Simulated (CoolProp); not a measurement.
Methanol along the isotherm 547.8 K: fugacity coefficient from the reference equation and from simpler models built on Tc = 513.4 K, pc = 8.216 MPa, ω = 0.565; each cubic takes its own stable root.

Values from CoolProp's reference Helmholtz-energy equation of state, de Reuck 1993.

```json
[
 {"p (MPa)": "0.88", "phase": "gas", "reference": "0.9743"},
 {"p (MPa)": "1.76", "phase": "gas", "reference": "0.9481"},
 {"p (MPa)": "2.64", "phase": "gas", "reference": "0.9216"},
 {"p (MPa)": "3.52", "phase": "gas", "reference": "0.8948"},
 {"p (MPa)": "4.4", "phase": "gas", "reference": "0.8679"},
 {"p (MPa)": "5.28", "phase": "gas", "reference": "0.8410"},
 {"p (MPa)": "6.16", "phase": "gas", "reference": "0.8142"},
 {"p (MPa)": "7.04", "phase": "gas", "reference": "0.7875"},
 {"p (MPa)": "7.92", "phase": "gas", "reference": "0.7607"},
 {"p (MPa)": "8.8", "phase": "supercritical", "reference": "0.7339"},
 {"p (MPa)": "9.68", "phase": "supercritical", "reference": "0.7070"},
 {"p (MPa)": "10.6", "phase": "supercritical", "reference": "0.6791"},
 {"p (MPa)": "11.4", "phase": "supercritical", "reference": "0.6548"},
 {"p (MPa)": "12.3", "phase": "supercritical", "reference": "0.6272"}
]
```

Q: How far does each simpler model (Soave-Redlich-Kwong, Peng-Robinson) lie from the reference over these 14 states: mean and median of the absolute difference, and the worst?

A: 
- Soave-Redlich-Kwong: mean 0.5 %, median 0.4 %, worst +1.7 % at 547.8 K and 12.3 MPa
- Peng-Robinson: mean 2.5 %, median 2.8 %, worst -3.2 % at 547.8 K and 9.68 MPa
